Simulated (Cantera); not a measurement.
An isothermal, constant-pressure homogeneous reactor starts with CH₄ : CO₂ = 1 : 0.38 (molar parts), at 1500 K and 0.260 bar.

Computed with Cantera and GRI-Mech 3.0 (53 species, 325 reactions). GRI-Mech 3.0 stops at C3 and has no aromatics, soot or wall deposition, so with more carbon than oxygen in the feed, carbon stays in small species such as C2H2 where larger ones or solid carbon would form.

**Question.** Predict: x(CH₄) at 3.00 s; x(CO₂) at 3.00 s; x(C₂H₆) at 3.00 s; x(C₂H) at 3.00 s; x(CH₃) at 3.00 s.

**Answer.** 
| Quantity | Result |
|---|---|
| x(CH₄) at 3.00 s | 0.122 (gas-phase equilibrium 0.0305) |
| x(CO₂) at 3.00 s | 0.0393 (gas-phase equilibrium 1.02e-7) |
| x(C₂H₆) at 3.00 s | 4.48e-5 (gas-phase equilibrium 5.42e-6) |
| x(C₂H) at 3.00 s | 1.26e-8 (gas-phase equilibrium 8.29e-9) |
| x(CH₃) at 3.00 s | 0.000101 (gas-phase equilibrium 2.81e-5) |
